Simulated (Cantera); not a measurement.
Input (Python, Cantera) and output of one run.

```python
import numpy as np
import cantera as ct

gas_names = """
    NH3 AL F HF
""".split()
cond_names = """
    ALN(s)
""".split()


def load(file, names, dense=False):
    # The tables refer to 1 bar. Condensed volumes are neglected.
    table = {s.name: s for s in ct.Species.list_from_file(file)}
    out = []
    for n in names:
        d = dict(table[n].input_data)
        d["thermo"] = dict(d["thermo"], **{"reference-pressure": 1e5})
        if dense:
            d["equation-of-state"] = {"model": "constant-volume", "density": "1e6 g/cm^3"}
        out.append(ct.Species.from_dict(d))
    return out


species = {s.name: s for s in load("nasa_gas.yaml", gas_names) + load("nasa_condensed.yaml", cond_names)}
# Each term lists the table entries of one substance; the one whose range holds T is used.
reactions = {
    'NH3(g) + Al(g) + 3 F(g) = AlN + 3 HF(g)':
        [(-1, ['NH3']), (-1, ['AL']), (-3, ['F']), (1, ['ALN(s)']), (3, ['HF'])],
}


def pick(names, T):
    return next(species[n] for n in names if species[n].thermo.min_temp <= T <= species[n].thermo.max_temp)


results = []
for label, terms in reactions.items():
    print(label)
    print("     T/K   dH/kJ  dS/(J/K)   dG/kJ   log10 K")
    for T in [1175, 1275, 1375, 1475, 1575, 1675, 1775, 1875, 1975, 2075]:
        used = [(nu, pick(names, T)) for nu, names in terms]
        dH = sum(nu * s.thermo.h(T) for nu, s in used) / 1e6
        dS = sum(nu * s.thermo.s(T) for nu, s in used) / 1e3
        dG = dH - T * dS / 1e3
        logK = -dG * 1e6 / (ct.gas_constant * T * np.log(10))
        results.append((label, T, dH, dS, dG, logK, [s.name for _, s in used]))
        print(f"{T:8g} {dH:8.1f} {dS:8.1f} {dG:8.1f} {logK:8.2f}")
```

Result:

```
NH3(g) + Al(g) + 3 F(g) = AlN + 3 HF(g)
     T/K   dH/kJ  dS/(J/K)   dG/kJ   log10 K
    1175  -1659.1   -294.9  -1312.5    58.35
    1275  -1659.3   -295.1  -1283.0    52.56
    1375  -1659.5   -295.3  -1253.5    47.62
    1475  -1659.7   -295.4  -1223.9    43.34
    1575  -1660.0   -295.6  -1194.4    39.61
    1675  -1660.2   -295.8  -1164.8    36.32
    1775  -1660.5   -295.9  -1135.2    33.41
    1875  -1660.7   -296.0  -1105.6    30.80
    1975  -1661.0   -296.2  -1076.0    28.46
    2075  -1661.2   -296.3  -1046.4    26.34
```

Cantera with NASA thermochemical tables; ideal gases at 1 bar, condensed phases pure. Condensed species are held in their standard states even where they would react or evaporate.
